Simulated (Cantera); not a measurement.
A freely propagating, adiabatic, planar premixed flame of 5.94 % C3H8, 19.8 % O2, 74.3 % N2, equivalence ratio 1.5, unburnt at 675 K and 5.00 bar; mixture-averaged transport, grid criteria slope 0.08 and curve 0.16, no radiation.

Model: GRI-Mech 3.0 (53 species, 325 reactions), integrated in Cantera. GRI-Mech 3.0 was tuned for natural gas; its chemistry of propane as a main component is partial and can be far from experiment. Burning velocities carry a grid error of a few per cent, more on coarse grids.

Predict: laminar burning velocity; thermal thickness; peak x(H); peak x(HCO); peak x(HCN).


| Property | Value |
|---|---|
| laminar burning velocity | 69.8 cm/s |
| thermal thickness | 0.102 mm |
| peak x(H) | 0.00308 |
| peak x(HCO) | 3.22e-5 |
| peak x(HCN) | 7.97e-5 |
